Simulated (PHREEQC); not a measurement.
**Buffer: speciation**

Solution (70 °C): 0.16 mol NH4Cl and 0.00054 mol K2HPO4 per kg of water. Closed to the air; pH follows from the charge balance.

All values are PHREEQC results (ion-association model, phreeqc.dat), not measurements.

Precipitation was switched off in this run.

**Question.** What pH, density does the model give?

**Answer.** pH 5.72; density 0.981 g/cm³.

**Question.** In which forms is P present?

**Answer.** H2PO4- 91 %, HPO4-2 9.4 % of the P.

At this temperature some constants are extrapolated from 25 °C, and those without enthalpy data are left unchanged.
